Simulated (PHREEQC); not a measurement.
1 kg of water holding 170 mmol/kgw Na2CO3 and 14 mmol/kgw NaCl is evaporated at 25 °C; the solids stay in contact with the brine. No CO2 enters from the air. The run lets Halite, Nahcolite, Natron, Trona precipitate or redissolve, and no other solid.

Computed with PHREEQC (Pitzer model, pitzer.dat).

```json
[
 {"water left (kg)": "1", "ionic strength": "0.520", "water activity": "0.992", "Natron (mol)": "0"},
 {"water left (kg)": "0.6755", "ionic strength": "0.771", "water activity": "0.989", "Natron (mol)": "0"},
 {"water left (kg)": "0.4563", "ionic strength": "1.14", "water activity": "0.984", "Natron (mol)": "0"},
 {"water left (kg)": "0.3083", "ionic strength": "1.69", "water activity": "0.977", "Natron (mol)": "0"},
 {"water left (kg)": "0.2083", "ionic strength": "2.51", "water activity": "0.968", "Natron (mol)": "0"},
 {"water left (kg)": "0.1157", "ionic strength": "4.52", "water activity": "0.944", "Natron (mol)": "0"},
 {"water left (kg)": "0.07814", "ionic strength": "6.70", "water activity": "0.915", "Natron (mol)": "0"},
 {"water left (kg)": "0.04252", "ionic strength": "8.28", "water activity": "0.888", "Natron (mol)": "0.0571"},
 {"water left (kg)": "0.009112", "ionic strength": "8.90", "water activity": "0.840", "Natron (mol)": "0.148"}
]
```

Natron from water left = 0.04252 kg (pH 11.96).
